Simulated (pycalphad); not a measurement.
An equivalent pycalphad script:

```python
from pycalphad import Database, equilibrium, calculate, variables as v
import numpy as np
db = Database('COST507.tdb')
comps = ['SI', 'Y', 'VA']
phases = ['BCC_A2', 'DIAMOND_A4', 'HCP_A3', 'LIQUID', 'SI2Y_H', 'SI2Y_R', 'SI3Y5', 'SI4Y5', 'SI5Y3_H', 'SI5Y3_R', 'SIY']
eq = equilibrium(db, comps, phases, {v.X('Y'): 0.681, v.T: np.arange(2450, 499, -100), v.P: 101325, v.N: 1}, output=['HM', 'SM'])
```

CALPHAD calculation (pycalphad, COST 507 light-alloy database (1999)), 1 atm. The database dates from 1999; later assessments differ in places, in temperatures and in the compounds included. Amounts are mole fractions of atoms. Kinetics are ignored, which matters at the lower temperatures.

Results at three of the temperatures:

```
T = 2450.00 K, P = 101325 Pa, N = 1 mol of atoms
G = -227138 J/mol, H = 51423 J/mol, S = 113.70 J/(mol K)  (SER reference)
chemical potentials (J/mol): Si -233290, Y -224256
phase             fraction      x(Si)       x(Y)
LIQUID              1.0000     0.3190     0.6810
```

```
T = 1450.00 K, P = 101325 Pa, N = 1 mol of atoms
G = -134057 J/mol, H = -29190 J/mol, S = 72.32 J/(mol K)  (SER reference)
chemical potentials (J/mol): Si -213336, Y -96920
phase             fraction      x(Si)       x(Y)
SI3Y5               0.8507     0.3750     0.6250
HCP_A3              0.1493   1.02e-11     1.0000
```

```
T = 850.00 K, P = 101325 Pa, N = 1 mol of atoms
G = -95245 J/mol, H = -47693 J/mol, S = 55.94 J/(mol K)  (SER reference)
chemical potentials (J/mol): Si -198059, Y -47085
phase             fraction      x(Si)       x(Y)
SI3Y5               0.8507     0.3750     0.6250
HCP_A3              0.1493      1e-14     1.0000
```

Changes of the phase set, refined by bisection:

| T (K) | phases above | phases below |
|---|---|---|
| 2115.2 | LIQUID | LIQUID + SI3Y5 |
| 1528.0 | LIQUID + SI3Y5 | HCP_A3 + SI3Y5 |

Database names, with the compositions (at.%) that they take in these runs: SI3Y5: Y 62 Si 37. HCP_A3 is hcp.
